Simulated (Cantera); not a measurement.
A freely propagating, adiabatic, planar premixed flame of 13.2 % CH4, 24.1 % O2, 62.6 % N2, unburnt at 575 K and 5.92 atm; mixture-averaged transport, grid criteria slope 0.08 and curve 0.16, no radiation.

Cantera simulation using GRI-Mech 3.0 (53 species, 325 reactions); the numbers are that mechanism's predictions, not measurements. Burning velocities carry a grid error of a few per cent, more on coarse grids.

x: mole fraction of selected species; z is measured from the peak of heat release.

```
z (mm)   T (K)  u (m/s)    x CH4     x O2     x HO2      x NO    x C2H    x HCN
-------  -----  -------  -------  -------  --------  --------  -------  -------
-0.166     575     1.21    0.132    0.241   9.48e-8     <1e-8    <1e-8    <1e-8
-0.111     578     1.22    0.132    0.240       [?]       [?]    <1e-8    <1e-8
-0.0830    588     1.25    0.130    0.239   7.97e-6   6.92e-8    <1e-8  1.69e-8
-0.0553    669     1.43    0.123    0.231   6.54e-5   6.68e-7    <1e-8  2.06e-7
-0.0277    [?]     2.56      [?]      [?]       [?]       [?]    <1e-8      [?]
-0.0138   1666     3.69   0.0465    0.130  0.000362   2.02e-5  6.36e-8  6.59e-6
0         2119     4.75   0.0116   0.0698  0.000155   4.05e-5  1.94e-6  1.34e-5
0.0138    2332     5.23  0.00104   0.0341   3.56e-5   6.93e-5  1.94e-6  1.39e-5
0.0277    2405     5.37  5.11e-5   0.0206   1.67e-5   9.37e-5  1.78e-7  6.60e-6
0.0553    2482     5.50  1.26e-7   0.0134   1.06e-5  0.000122    <1e-8  9.07e-7
0.111     2565     5.65    <1e-8  0.00978   6.97e-6  0.000163    <1e-8  3.12e-8
0.221     2632     5.78    <1e-8  0.00713   4.69e-6  0.000232    <1e-8    <1e-8
0.443     2667     5.84    <1e-8  0.00567   3.62e-6  0.000352    <1e-8    <1e-8
```

Task: Fill in the missing entries.

Result: 
- -0.111, x HO2: 1.49e-6
- -0.111, x NO: 1.24e-8
- -0.0277, T (K): 1171
- -0.0277, x CH4: 0.0856
- -0.0277, x O2: 0.185
- -0.0277, x HO2: 0.000325
- -0.0277, x NO: 8.30e-6
- -0.0277, x HCN: 2.59e-6
